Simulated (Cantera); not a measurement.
**Stirred combustor or abatement burner**

A perfectly stirred reactor is fed with H2 : O2 : N2 = 1 : 0.641 : 2.41 (molar parts), equivalence ratio 0.78, at 4.93 atm; it is adiabatic with a 500 K inlet, and is followed from long to short residence time, starting on the burning branch (τ in s: 0.024, 0.013, 0.0074, 0.0041, 0.0022, 0.0012, 0.00068, 0.00037, 0.0002, 0.00011, 6.2e-05, 3.4e-05, 1.9e-05).

Computed with Cantera and the H2/O2 subset of GRI-Mech 3.0, which has no nitrogen chemistry. The hydrogen kinetics of GRI-Mech 3.0 are dated; newer H2 mechanisms differ, most at raised pressure.

| τ (s) | T (K) | x H2 | x O2 | x OH | x HO2 | x O |
|---|---|---|---|---|---|---|
| 0.024 | 2303 | 0.00143 | 0.0387 | 0.00555 | 5.88e-6 | 0.000469 |
| 0.013 | 2302 | 0.00149 | 0.0387 | 0.00563 | 5.98e-6 | 0.000485 |
| 0.0074 | 2301 | 0.00160 | 0.0388 | 0.00576 | 6.14e-6 | 0.000511 |
| 0.0041 | 2298 | 0.00179 | 0.0388 | 0.00600 | 6.44e-6 | 0.000558 |
| 0.0022 | 2293 | 0.00214 | 0.0388 | 0.00640 | 7.01e-6 | 0.000645 |
| 0.0012 | 2285 | 0.00270 | 0.0389 | 0.00701 | 7.99e-6 | 0.000789 |
| 0.00068 | 2274 | 0.00351 | 0.0390 | 0.00780 | 9.54e-6 | 0.00101 |
| 0.00037 | 2256 | 0.00479 | 0.0392 | 0.00889 | 1.23e-5 | 0.00136 |
| 0.00020 | 2231 | 0.00665 | 0.0396 | 0.0102 | 1.66e-5 | 0.00190 |
| 0.00011 | 2196 | 0.00910 | 0.0403 | 0.0115 | 2.31e-5 | 0.00263 |
| 6.2e-5 | 2152 | 0.0121 | 0.0413 | 0.0127 | 3.22e-5 | 0.00357 |
| 3.4e-5 | 2093 | 0.0160 | 0.0428 | 0.0138 | 4.57e-5 | 0.00481 |
| 1.9e-5 | 2020 | 0.0205 | 0.0448 | 0.0143 | 6.34e-5 | 0.00623 |
x: mole fraction; the columns are a selection and need not sum to one.
